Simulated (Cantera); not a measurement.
An adiabatic, constant-pressure homogeneous reactor starts with C3H8 : O2 : N2 : H2O = 1 : 5.62 : 21.1 : 0.66 (molar parts), equivalence ratio 0.89, at 1725 K and 158 Torr. Integrator tolerance rtol = 1e-08.

Model: GRI-Mech 3.0 (53 species, 325 reactions), integrated in Cantera. GRI-Mech 3.0 was tuned for natural gas; its chemistry of propane as a main component is partial and can be far from experiment.

Problem. What does this change do: 0.73 parts H2 added?

Solution. 
| quantity | before | after |
|---|---|---|
| time of steepest temperature rise | 64.0 µs | 60.0 µs |
| temperature at 0.300 s | 2659 K | 2679 K |
| equilibrium temperature | 2659 K | 2679 K |
| x(C3H8) at 0.300 s | <1e-12 (gas-phase equilibrium <1e-12) | <1e-12 (gas-phase equilibrium <1e-12) |
| x(O2) at 0.300 s | 0.0367 (gas-phase equilibrium 0.0367) | 0.0302 (gas-phase equilibrium 0.0302) |
| x(H2O) at 0.300 s | 0.115 (gas-phase equilibrium 0.115) | 0.128 (gas-phase equilibrium 0.128) |
| x(C2H2) at 0.300 s | <1e-12 (gas-phase equilibrium <1e-12) | <1e-12 (gas-phase equilibrium <1e-12) |
| x(NO2) at 0.300 s | 1.68e-6 (gas-phase equilibrium 1.68e-6) | 1.39e-6 (gas-phase equilibrium 1.39e-6) |

Problem. What does this change do: pressure from 158 Torr to 3750 Torr?

Solution. 
| quantity | before | after |
|---|---|---|
| time of steepest temperature rise | 64.0 µs | 5.43 µs |
| temperature at 0.300 s | 2659 K | 2897 K |
| equilibrium temperature | 2659 K | 2897 K |
| x(C3H8) at 0.300 s | <1e-12 (gas-phase equilibrium <1e-12) | <1e-12 (gas-phase equilibrium <1e-12) |
| x(O2) at 0.300 s | 0.0367 (gas-phase equilibrium 0.0367) | 0.0298 (gas-phase equilibrium 0.0298) |
| x(H2O) at 0.300 s | 0.115 (gas-phase equilibrium 0.115) | 0.130 (gas-phase equilibrium 0.130) |
| x(C2H2) at 0.300 s | <1e-12 (gas-phase equilibrium <1e-12) | <1e-12 (gas-phase equilibrium <1e-12) |
| x(NO2) at 0.300 s | 1.68e-6 (gas-phase equilibrium 1.68e-6) | 7.75e-6 (gas-phase equilibrium 7.75e-6) |
